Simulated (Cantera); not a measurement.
Input (Python, Cantera):

```python
import numpy as np
import cantera as ct

gas = ct.Solution("h2o2.yaml")
gas.TPX = 925, 140, {'H2': 0.48, 'O2': 1}
reactor = ct.IdealGasConstPressureReactor(gas, energy="off", clone=False)
net = ct.ReactorNet([reactor])
net.rtol, net.atol = 1e-08, 1e-18
show = ['H2', 'O2', 'H2O2', 'O', 'OH']
times = np.geomspace(0.0001, 8, 15)

steps = ct.SolutionArray(gas, extra=["t"])
rows = []
print(f"{'t/s':>10s}{'T/K':>9s}{'P/Pa':>11s}" + "".join(f"{s:>11s}" for s in show))
for t in times:
    while net.time < t:
        t_next = net.step()
        steps.append(gas.state, t=t_next)
    rows.append([np.interp(t, steps.t, y) for y in (steps.T, steps.P, *steps(*show).X.T)])
    print(f"{t:10.3e}{rows[-1][0]:9.1f}{rows[-1][1]:11.4g}" + "".join(f"{x:11.3e}" for x in rows[-1][2:]))
rate = np.gradient(steps.T, steps.t)
print("integrator steps:", len(steps.t))
if steps.T.max() > steps.T[0] + 200:
    print(f"time of steepest temperature rise: {steps.t[rate.argmax()]:.4e} s")
gas.TPX = 925, 140, {'H2': 0.48, 'O2': 1}
gas.equilibrate("TP")
print(f"equilibrium (TP): T = {gas.T:.1f} K  " + "  ".join(f"{s} {gas[s].X[0]:.3e}" for s in show))
```

It prints:

```
       t/s      T/K       P/Pa         H2         O2       H2O2          O         OH
 1.000e-04    925.0        140  3.243e-01  6.757e-01  1.581e-17  3.698e-14  3.221e-14
 2.240e-04    925.0        140  3.243e-01  6.757e-01  7.900e-17  1.778e-13  1.340e-13
 5.017e-04    925.0        140  3.243e-01  6.757e-01  3.970e-16  8.290e-13  4.886e-13
 1.124e-03    925.0        140  3.243e-01  6.757e-01  1.990e-15  3.669e-12  1.602e-12
 2.517e-03    925.0        140  3.243e-01  6.757e-01  9.985e-15  1.599e-11  5.549e-12
 5.638e-03    925.0        140  3.243e-01  6.757e-01  5.019e-14  8.949e-11  2.803e-11
 1.263e-02    925.0        140  3.243e-01  6.757e-01  2.563e-13  1.549e-09  4.739e-10
 2.828e-02    925.0        140  3.243e-01  6.757e-01  3.864e-12  6.617e-07  2.021e-07
 6.335e-02    925.0        140  1.034e-01  5.839e-01  3.211e-08  2.544e-02  4.957e-03
 1.419e-01    925.0        140  1.423e-02  5.545e-01  1.909e-08  4.081e-02  3.549e-03
 3.178e-01    925.0        140  9.669e-03  5.818e-01  3.130e-08  2.380e-02  2.989e-03
 7.119e-01    925.0        140  2.979e-03  6.056e-01  5.645e-08  6.701e-03  1.634e-03
 1.595e+00    925.0        140  3.740e-04  6.120e-01  7.103e-08  8.027e-04  5.363e-04
 3.572e+00    925.0        140  4.271e-05  6.128e-01  4.484e-08  9.095e-05  1.782e-04
 8.000e+00    925.0        140  7.091e-06  6.129e-01  2.207e-08  1.592e-05  7.480e-05
integrator steps: 1871
equilibrium (TP): T = 925.0 K  H2 1.039e-10  O2 6.129e-01  H2O2 1.132e-11  O 2.821e-10  OH 3.145e-07
```

Model: the H2/O2 subset of GRI-Mech 3.0, which has no nitrogen chemistry, integrated in Cantera. Radical loss at walls, strong at low pressure, is not modelled. Below about 950 K walls govern HO2 and H2O2 in real vessels. The temperature is held fixed by assumption; the heat of reaction is taken as removed at once.
